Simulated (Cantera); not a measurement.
A Cantera script and what it prints.

```python
import numpy as np
import cantera as ct

gas_names = [...]  # 114 gases of nasa_gas.yaml made of C, Fe, H, O
cond_names = """
    C(gr) C6H6(L) C7H8(L) C8H18(L),n-octa Fe(a) Fe(c) Fe(d) Fe(L) FeC5O5(L) FeO(s) FeO(L) Fe(OH)2(s)
    Fe(OH)3(s) Fe2O3(s) Fe3O4(s) H2O(s) H2O(L)
""".split()


# ... load() reads the species with a 1 bar reference pressure and builds the phases ...
atoms = {
    'Fe2O3': {'Fe': 2, 'O': 3},
    'CO': {'C': 1, 'O': 1},
    'H2': {'H': 2},
}
top_T = {'C(gr)': 4500, 'Fe2O3(s)': 1830, 'Fe3O4(s)': 1870}  # K; cautious upper limits of use, not melting points


# ... equilibrate(T, P, feed) seeds the gas with the atoms and calls Mixture.equilibrate('TP', solver="vcs", rtol=1e-11, max_steps=5000) ...
results = []
P = 370  # Pa
for T in [1073, 1173, 1273, 1373, 1473, 1573, 1673, 1773, 1873]:
    for m in [0.54, 0.69, 0.83, 0.97, 1.1, 1.3, 1.4, 1.5, 1.7, 1.8, 2, 2.1, 2.2]:
        feed = {'Fe2O3': 1, 'CO': 20, 'H2': m}  # mol
        mix = equilibrate(T, P, feed)
        results.append((T, P, feed, dict(zip(mix.species_names, mix.species_moles))))

for T, P, feed, n in results:
    print(f"{T:7g} {feed['H2']:10.4g}  " + (" + ".join(c for c in cond_names if n.get(c, 0) > 1e-12) or "gas only"))
```

It prints:

```
   1073       0.54  Fe(a)
   1073       0.69  Fe(a)
   1073       0.83  Fe(a)
   1073       0.97  Fe(a)
   1073        1.1  Fe(a)
   1073        1.3  Fe(a)
   1073        1.4  Fe(a)
   1073        1.5  Fe(a)
   1073        1.7  Fe(a)
   1073        1.8  Fe(a)
   1073          2  Fe(a)
   1073        2.1  Fe(a)
   1073        2.2  Fe(a)
   1173       0.54  Fe(a)
   1173       0.69  Fe(a)
   1173       0.83  Fe(a)
   1173       0.97  Fe(a)
   1173        1.1  Fe(a)
   1173        1.3  Fe(a)
   1173        1.4  Fe(a)
   1173        1.5  Fe(a)
   1173        1.7  Fe(a)
   1173        1.8  Fe(a)
   1173          2  Fe(a)
   1173        2.1  Fe(a)
   1173        2.2  Fe(a)
   1273       0.54  Fe(c)
   1273       0.69  Fe(c)
   1273       0.83  Fe(c)
   1273       0.97  Fe(c)
   1273        1.1  Fe(c)
   1273        1.3  Fe(c)
   1273        1.4  Fe(c)
   1273        1.5  Fe(c)
   1273        1.7  Fe(c)
   1273        1.8  Fe(c)
   1273          2  Fe(c)
   1273        2.1  Fe(c)
   1273        2.2  Fe(c)
   1373       0.54  Fe(c)
   1373       0.69  Fe(c)
   1373       0.83  Fe(c)
   1373       0.97  Fe(c)
   1373        1.1  Fe(c)
   1373        1.3  Fe(c)
   1373        1.4  Fe(c)
   1373        1.5  Fe(c)
   1373        1.7  Fe(c)
   1373        1.8  Fe(c)
   1373          2  Fe(c)
   1373        2.1  Fe(c)
   1373        2.2  Fe(c)
   1473       0.54  Fe(c) + FeO(s)
   1473       0.69  Fe(c)
   1473       0.83  Fe(c)
   1473       0.97  Fe(c)
   1473        1.1  Fe(c)
   1473        1.3  Fe(c)
   1473        1.4  Fe(c)
   1473        1.5  Fe(c)
   1473        1.7  Fe(c)
   1473        1.8  Fe(c)
   1473          2  Fe(c)
   1473        2.1  Fe(c)
   1473        2.2  Fe(c)
   1573       0.54  Fe(c) + FeO(s)
   1573       0.69  Fe(c) + FeO(s)
   1573       0.83  Fe(c) + FeO(s)
   1573       0.97  Fe(c) + FeO(s)
   1573        1.1  Fe(c)
   1573        1.3  Fe(c)
   1573        1.4  Fe(c)
   1573        1.5  Fe(c)
   1573        1.7  Fe(c)
   1573        1.8  Fe(c)
   1573          2  Fe(c)
   1573        2.1  Fe(c)
   1573        2.2  Fe(c)
   1673       0.54  Fe(d) + FeO(L)
   1673       0.69  Fe(d) + FeO(L)
   1673       0.83  Fe(d) + FeO(L)
   1673       0.97  Fe(d) + FeO(L)
   1673        1.1  Fe(d) + FeO(L)
   1673        1.3  Fe(d) + FeO(L)
   1673        1.4  Fe(d) + FeO(L)
   1673        1.5  Fe(d) + FeO(L)
   1673        1.7  Fe(d)
   1673        1.8  Fe(d)
   1673          2  Fe(d)
   1673        2.1  Fe(d)
   1673        2.2  Fe(d)
   1773       0.54  Fe(d) + FeO(L)
   1773       0.69  Fe(d) + FeO(L)
   1773       0.83  Fe(d) + FeO(L)
   1773       0.97  Fe(d) + FeO(L)
   1773        1.1  Fe(d) + FeO(L)
   1773        1.3  Fe(d) + FeO(L)
   1773        1.4  Fe(d) + FeO(L)
   1773        1.5  Fe(d) + FeO(L)
   1773        1.7  Fe(d) + FeO(L)
   1773        1.8  Fe(d) + FeO(L)
   1773          2  Fe(d) + FeO(L)
   1773        2.1  Fe(d) + FeO(L)
   1773        2.2  Fe(d) + FeO(L)
   1873       0.54  Fe(L) + FeO(L)
   1873       0.69  Fe(L) + FeO(L)
   1873       0.83  Fe(L) + FeO(L)
   1873       0.97  Fe(L) + FeO(L)
   1873        1.1  Fe(L) + FeO(L)
   1873        1.3  Fe(L) + FeO(L)
   1873        1.4  Fe(L) + FeO(L)
   1873        1.5  Fe(L) + FeO(L)
   1873        1.7  Fe(L) + FeO(L)
   1873        1.8  Fe(L) + FeO(L)
   1873          2  Fe(L) + FeO(L)
   1873        2.1  Fe(L) + FeO(L)
   1873        2.2  Fe(L) + FeO(L)
```

Equilibrium computed with Cantera from the NASA thermochemical tables; the gas is ideal and each condensed phase is pure. Each liquid is taken as pure. Mutual solubility and eutectic melting of coexisting phases are not modelled. The tables' stoichiometric FeO is somewhat more stable than real wüstite, so its field is too wide. FeO: taken at fixed stoichiometry.
